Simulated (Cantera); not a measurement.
**Adiabatic ignition**

An adiabatic, constant-volume homogeneous reactor starts with 13.6 % CH4, 18.1 % O2, 68.3 % N2, equivalence ratio 1.5, at 1575 K and 22.0 bar.

Detailed kinetics in Cantera: GRI-Mech 3.0 (53 species, 325 reactions). The pressure lies above the range GRI-Mech 3.0 was tuned for (to about 10 atm). Above 3000 K some thermodynamic fits are extrapolated.

```csv
t (s),T (K),P (bar),x CH4,x O2,x OH,x H2O2,x NO2,x NO
7.00e-6,1575,22.0,0.136,0.181,4.53e-7,1.05e-6,<1e-12,<1e-12
3.13e-5,1600,22.4,0.131,0.178,2.82e-6,6.47e-6,1.70e-12,1.38e-11
0.000140,3173,49.0,2.12e-10,0.000622,0.00854,6.34e-7,5.51e-7,0.00281
0.000626,3173,49.0,2.12e-10,0.000622,0.00854,6.34e-7,5.51e-7,0.00281
0.00280,3173,49.0,2.12e-10,0.000622,0.00854,6.34e-7,5.51e-7,0.00281
0.0125,3173,49.0,2.12e-10,0.000622,0.00854,6.34e-7,5.51e-7,0.00281
0.0559,3173,49.0,2.12e-10,0.000622,0.00854,6.34e-7,5.51e-7,0.00281
0.250,3173,49.0,2.12e-10,0.000622,0.00854,6.34e-7,5.51e-7,0.00281
1.12,3173,49.0,2.12e-10,0.000622,0.00854,6.34e-7,5.51e-7,0.00281
5.00,3173,49.0,2.12e-10,0.000622,0.00854,6.34e-7,5.51e-7,0.00281
```
x: mole fraction; the columns are a selection and need not sum to one.

| Quantity | Result |
|---|---|
| time of steepest temperature rise | 51.8 µs |
| temperature at 5.00 s | 3173 K |
| equilibrium temperature | 3173 K |
| x(CH4) at 5.00 s | 2.12e-10 (gas-phase equilibrium 2.41e-10) |
| x(O2) at 5.00 s | 0.000622 (gas-phase equilibrium 0.000622) |
| x(OH) at 5.00 s | 0.00854 (gas-phase equilibrium 0.00854) |
